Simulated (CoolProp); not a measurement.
A simple Rankine cycle with n-perfluorobutane: condensing at 323.15 K, boiler at 1.37 MPa, turbine inlet 449 K, turbine efficiency 0.8, pump efficiency 0.6, no recuperator. Each further row changes one setting.

Computed with CoolProp (reference Helmholtz-energy equation of state, Gao 2022).

```csv
case,thermal efficiency (%),net work (kJ/kg),heat in (kJ/kg),turbine exit temperature (K),volume ratio over the turbine
as stated,[?],9.22,194,434.1,2.56
condensing temperature 315.15 K,[?],[?],203,430.9,3.20
boiler pressure 0.959 MPa,3.0,5.85,197,440.4,1.75
turbine efficiency 0.7,4.1,7.94,194,435.4,2.57
```

Problem. What belongs in the gaps?

Solution. 
- as stated, thermal efficiency (%): 4.8
- condensing temperature 315.15 K, thermal efficiency (%): 5.7
- condensing temperature 315.15 K, net work (kJ/kg): 11.6
